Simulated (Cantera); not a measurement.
A Cantera script and its output.

```python
import numpy as np
import cantera as ct

gas = ct.Solution("gri30.yaml")


def delay(T, t_max=10):
    gas.TPX = T, 51000, {'CH4': 1, 'O2': 1.11, 'N2': 4.18}
    reactor = ct.IdealGasConstPressureReactor(gas, clone=False)
    net = ct.ReactorNet([reactor])
    net.rtol, net.atol = 1e-8, 1e-16
    while net.time < t_max:
        t_old, T_old = net.time, reactor.T
        net.step()
        if reactor.T > T + 400:  # ignition: a rise of 400 K
            return t_old + (T + 400 - T_old) / (reactor.T - T_old) * (net.time - t_old)
    return np.nan


taus = []
for T in [1175, 1275, 1375, 1475, 1575, 1675, 1775, 1875, 1975, 2075]:
    taus.append(delay(T))
    print(f"T0 = {T:6g} K   tau = {taus[-1]:.4e} s")
```

Result:

```
T0 =   1175 K   tau = 1.6145e-01 s
T0 =   1275 K   tau = 3.8194e-02 s
T0 =   1375 K   tau = 1.0363e-02 s
T0 =   1475 K   tau = 3.2443e-03 s
T0 =   1575 K   tau = 1.1964e-03 s
T0 =   1675 K   tau = 5.1872e-04 s
T0 =   1775 K   tau = 2.5713e-04 s
T0 =   1875 K   tau = 1.4125e-04 s
T0 =   1975 K   tau = 8.3980e-05 s
T0 =   2075 K   tau = 5.3177e-05 s
```

Model: GRI-Mech 3.0 (53 species, 325 reactions), integrated in Cantera.
